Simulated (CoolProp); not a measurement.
A single-stage vapour-compression cycle with the fluid: evaporating at 263.15 K (dew point), condensing at 302.15 K (bubble point), superheat 0 K, subcooling 8 K, compressor efficiency 0.65, no pressure losses. The same conditions are run with several fluids, on thermodynamics alone (safety and materials aside).

Model: reference Helmholtz-energy equation of state of each fluid (R245ca: Zhou 2016; c-C4F8 (RC318): Platzer 1990; chlorine: Thol 2021; R404A: Lemmon 2003; hydrogen sulfide: Lemmon 2006; R245fa: Akasaka 2015), in CoolProp. The equations of Platzer and Polt are older, rougher fits. Blends and air are pseudo-pure fits.

| fluid | cooling COP | pressure ratio | discharge temperature (K) | refrigerating effect (kJ/kg) | volumetric capacity (kJ/m³) |
|---|---|---|---|---|---|
| R245ca | 4.00 | 5.66 | 317.3 | 182 | 232 |
| c-C4F8 (RC318) | 3.74 | 4.15 | 302.1 | 85.1 | 692 |
| chlorine | [?] | 3.30 | 394.6 | [?] | 2170 |
| R404A | 3.64 | 3.23 | 317.9 | 130 | 2860 |
| hydrogen sulfide | 3.79 | 2.92 | 377.0 | 413 | [?] |
| R245fa | 4.00 | [?] | 316.6 | 170 | 352 |

**Question.** Fill in the missing entries.

**Answer.** 
- chlorine, cooling COP: 3.89
- chlorine, refrigerating effect (kJ/kg): 242
- hydrogen sulfide, volumetric capacity (kJ/m³): 5400
- R245fa, pressure ratio: 5.20

The compression ends wet for: c-C4F8 (RC318).
